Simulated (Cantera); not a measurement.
# Premixed flame

A freely propagating, adiabatic, planar premixed flame of CH4 : H2 : O2 : N2 = 1 : 0.41 : 1.8 : 6.77 (molar parts), equivalence ratio 1.2, unburnt at 525 K and 100.0 Torr; mixture-averaged transport, grid criteria slope 0.08 and curve 0.16, no radiation.

Detailed kinetics in Cantera: GRI-Mech 3.0 (53 species, 325 reactions). Burning velocities carry a grid error of a few per cent, more on coarse grids.

| z (mm) | T (K) | u (m/s) | x CH4 | x H2 | x O2 | x CH2 | x NO2 | x C2H4 |
|---|---|---|---|---|---|---|---|---|
| -5.67 | 525 | 1.71 | 0.100 | 0.0413 | 0.180 | <1e-8 | <1e-8 | <1e-8 |
| -3.78 | 526 | 1.71 | 0.100 | 0.0421 | 0.180 | <1e-8 | <1e-8 | 1.06e-8 |
| -2.84 | 530 | 1.73 | 0.0997 | 0.0435 | 0.180 | <1e-8 | <1e-8 | 2.02e-7 |
| -1.89 | 581 | 1.91 | 0.0969 | 0.0472 | 0.177 | 2.15e-8 | <1e-8 | 7.67e-6 |
| -0.945 | 952 | 3.17 | 0.0733 | 0.0548 | 0.150 | 1.10e-6 | <1e-8 | 0.000191 |
| -0.473 | 1357 | 4.59 | 0.0413 | 0.0584 | 0.110 | 2.31e-5 | <1e-8 | 0.000552 |
| 0 | 1732 | 5.93 | 0.0118 | 0.0563 | 0.0609 | 8.69e-5 | <1e-8 | 0.000446 |
| 0.473 | 1908 | 6.56 | 0.00151 | 0.0477 | 0.0293 | 4.55e-5 | <1e-8 | 5.86e-5 |
| 0.945 | 1952 | 6.71 | 0.000112 | 0.0412 | 0.0157 | 5.75e-6 | <1e-8 | 2.13e-6 |
| 1.89 | 1970 | 6.75 | 4.91e-7 | 0.0387 | 0.00889 | 3.35e-8 | <1e-8 | <1e-8 |
| 3.78 | 1984 | 6.78 | <1e-8 | 0.0396 | 0.00731 | <1e-8 | <1e-8 | <1e-8 |
| 7.56 | 2002 | 6.83 | <1e-8 | 0.0398 | 0.00676 | <1e-8 | <1e-8 | <1e-8 |
| 15.1 | 2030 | 6.91 | <1e-8 | 0.0393 | 0.00612 | <1e-8 | <1e-8 | <1e-8 |
x: mole fraction of selected species; z is measured from the peak of heat release.

| Property | Value |
|---|---|
| laminar burning velocity | 171 cm/s |
| thermal thickness | 1.89 mm |
| peak x(CH2) | 8.90e-5 |
| peak x(C2H4) | 0.000625 |
| grid points | 162 |
